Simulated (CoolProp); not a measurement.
Model: reference Helmholtz-energy equation of state, Thol 2014, in CoolProp.

Problem. For diethyl ether, give the phase and the cp (kJ/(kg K)), cv (kJ/(kg K)) at 74.75 °C and 0.0115 MPa; 260.15 °C and 0.615 MPa; 250.35 °C and 1.11 MPa.

Solution. 
- 74.75 °C and 0.0115 MPa: gas; cp 1.79, cv 1.68
- 260.15 °C and 0.615 MPa: gas; cp 2.37, cv 2.23
- 250.35 °C and 1.11 MPa: gas; cp 2.38, cv 2.22
